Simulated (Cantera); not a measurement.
Feed: 1 mol C2H4, 0.81 mol NH3, 4.7 mol H2, held at 2575 °C and 1 atm.

Equilibrium computed with Cantera from the NASA thermochemical tables; the gas is ideal and each condensed phase is pure. Candidate condensed phases: C, C6H6, C7H8, C8H18; 92 gas species. Equilibrium is a limit: real reactors are often held back by kinetics, nucleation or transport.

Base state: H2 0.819, H 0.0869, N2 0.0321, C2H2 (acetylene) 0.0320, HCN 0.0246, HNC 0.00409, C4H2 0.000521, C2H 0.000464 (mole fractions); condensed: C(graphite).

What changes in the equilibrium state with this change: pressure from 1 atm to 24800 Torr?


```csv
species,before,after
H2,0.819,0.882
C2H2 (acetylene),0.0320,0.0345
N2,0.0321,0.0332
H,0.0869,0.0158
HCN,0.0246,0.0260
CH4,6.28e-5,0.00237
C3H4 (propyne),7.15e-7,2.70e-5
"C(graphite), mol",1.16,1.11
```
The ideal-gas law is rough above about 30 bar.

What changes in the equilibrium state with this change: NH3 from 0.81 to 1.2 mol?


```csv
species,before,after
H2,0.819,0.801
H,0.0869,0.0859
N2,0.0321,0.0459
HCN,0.0246,0.0291
C2H2 (acetylene),0.0320,0.0313
C2N2,1.56e-5,2.23e-5
CN,0.000231,0.000277
"C(graphite), mol",1.16,1.04
```
